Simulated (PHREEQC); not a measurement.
3 g of hydrous ferric oxide (600 m²/g; 0.2 weak and 0.005 strong sites per Fe, Dzombak-Morel constants, diffuse double layer) in 1 kg of water with 0.1 mol/kgw of an inert sodium salt and 1.4e-05 mol BaCl2, at 25 °C; the pH is set by adding NaOH or the inert anion's acid. Oxygen alone is held at its pressure in air (log pO2 = -0.68). No CO2 enters from the air. No solid was allowed to form.

The series has 13 steps of pH, from 3 to 9.

All values are PHREEQC results (ion-association model, wateq4f.dat), not measurements.

### Question
Near which pH is half of the Ba sorbed, and on which side is more sorbed?

### Answer
Near pH 7.4, with more sorbed at higher pH.

The oxide is taken as insoluble; below pH 4 it would dissolve.
